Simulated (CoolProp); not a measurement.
Vapour-liquid equilibrium of carbon dioxide (1) + R125 (2) at 234.7 K; x and y are mole fractions of (1).

Values from CoolProp's multi-fluid Helmholtz-energy mixture model, Span 1996 and Lemmon 2005; pair parameters Bell 2016.

Question: Give the bubble pressure and the first vapour's composition at x = 0.05, 0.2, 0.95. Is there an azeotrope?

Answer: x = 0.05: 0.2184 MPa, y = 0.294; x = 0.2: 0.3896 MPa, y = 0.647; x = 0.95: 1.021 MPa, y = 0.985. No azeotrope shows between x = 0.05 and 0.95.

Pair parameters are fitted to limited data, so mixtures are less certain than the pure fluids.
